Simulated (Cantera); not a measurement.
Charge: 1 mol Fe3O4, 1.5 mol C, 0.24 mol H2, at 0.100 bar.

Cantera equilibrium calculation (NASA polynomials, part measured and part estimated; ideal gas, pure solids and liquids). Candidate condensed phases: C, C6H6, C7H8, C8H18, Fe, Fe(CO)5, FeO, Fe(OH)2, Fe(OH)3, Fe2O3, Fe3O4, H2O; 114 gas species. Mutual solubility and eutectic melting of coexisting phases are not modelled. The tables' stoichiometric FeO is somewhat more stable than real wüstite, so its field is too wide. FeO: taken at fixed stoichiometry. Rates play no part.

Task: At 1227 °C, list the 5 most abundant gas species with their mole fractions, and the condensed phases.

Result: CO 0.742, CO2 0.120, H2 0.0972, H2O 0.0407, H 1.74e-5. Condensed: Fe(γ) + FeO(s).
